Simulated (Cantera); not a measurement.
## Equilibrium for abatement and gas-phase synthesis: HBr + O₂

Charge: 1 mol HBr, a varied amount of O₂, at 1350 K and 1 atm.

Method: chemical equilibrium by Gibbs-energy minimisation in Cantera with the NASA 1993 tables (ideal gas, pure condensed phases). Candidate condensed phases: Br₂, H₂O; 12 gas species. Equilibrium is a limit: real reactors are often held back by kinetics, nucleation or transport.

```tsv
n(O₂) (mol)	x O₂	x H₂O	x HBr	x Br₂	x Br	x OH	x H₂	x O
0.15	5.87e-5	0.290	0.388	0.259	0.0625	4.03e-6	7.69e-6	3.21e-9
0.21	0.00503	0.392	0.173	0.356	0.0732	1.42e-5	1.12e-6	2.97e-8
0.3	0.0679	0.401	0.0926	0.364	0.0740	2.76e-5	3.12e-7	1.09e-7
0.42	0.155	0.370	0.0694	0.335	0.0710	3.26e-5	1.91e-7	1.65e-7
0.6	0.261	0.326	0.0535	0.293	0.0664	3.48e-5	1.30e-7	2.14e-7
0.84	0.366	0.280	0.0421	0.250	0.0613	3.52e-5	9.40e-8	2.54e-7
1.2	0.478	0.231	0.0323	0.203	0.0553	3.41e-5	6.78e-8	2.90e-7
1.7	0.580	0.186	0.0245	0.161	0.0492	3.21e-5	4.94e-8	3.19e-7
2.4	0.669	0.145	0.0183	0.124	0.0432	2.94e-5	3.60e-8	3.43e-7
```
x: gas mole fraction; nothing condenses.

From 0.15 mol O₂ to 2.4 mol O₂ nothing is condensed.
